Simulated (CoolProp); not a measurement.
A single-stage vapour-compression cycle with the fluid: evaporating at 217.15 K (dew point), condensing at 274.15 K (bubble point), superheat 10 K, subcooling 0 K, compressor efficiency 0.8, no pressure losses. The same conditions are run with several fluids, on thermodynamics alone (safety and materials aside).

Values from CoolProp's reference Helmholtz-energy equation of state of each fluid (nitrous oxide: Lemmon 2006; C3F8 (R218): Lemmon 2006; dimethyl ether: Wu 2011; fluoroethane (R161): Wu 2012; propylene: Lemmon 2013; R13: Platzer 1990). The equations of Platzer and Polt are older, rougher fits.

```json
[
 {"fluid": "nitrous oxide", "cooling COP": "2.07", "pressure ratio": "6.29", "discharge temperature (K)": "369.4", "refrigerating effect (kJ/kg)": "233", "volumetric capacity (kJ/m³)": "2960"},
 {"fluid": "C3F8 (R218)", "cooling COP": "2.01", "pressure ratio": "11.0", "discharge temperature (K)": "(withheld)", "refrigerating effect (kJ/kg)": "61.6", "volumetric capacity (kJ/m³)": "243"},
 {"fluid": "dimethyl ether", "cooling COP": "(withheld)", "pressure ratio": "13.3", "discharge temperature (K)": "342.7", "refrigerating effect (kJ/kg)": "384", "volumetric capacity (kJ/m³)": "196"},
 {"fluid": "fluoroethane (R161)", "cooling COP": "2.41", "pressure ratio": "11.3", "discharge temperature (K)": "348.9", "refrigerating effect (kJ/kg)": "340", "volumetric capacity (kJ/m³)": "(withheld)"},
 {"fluid": "propylene", "cooling COP": "(withheld)", "pressure ratio": "8.84", "discharge temperature (K)": "328.6", "refrigerating effect (kJ/kg)": "330", "volumetric capacity (kJ/m³)": "513"},
 {"fluid": "R13", "cooling COP": "1.99", "pressure ratio": "(withheld)", "discharge temperature (K)": "312.5", "refrigerating effect (kJ/kg)": "81.4", "volumetric capacity (kJ/m³)": "1620"}
]
```

Task: What belongs in the gaps?

Result: 
- C3F8 (R218), discharge temperature (K): 277.5
- dimethyl ether, cooling COP: 2.46
- fluoroethane (R161), volumetric capacity (kJ/m³): 350
- propylene, cooling COP: 2.40
- R13, pressure ratio: 6.12
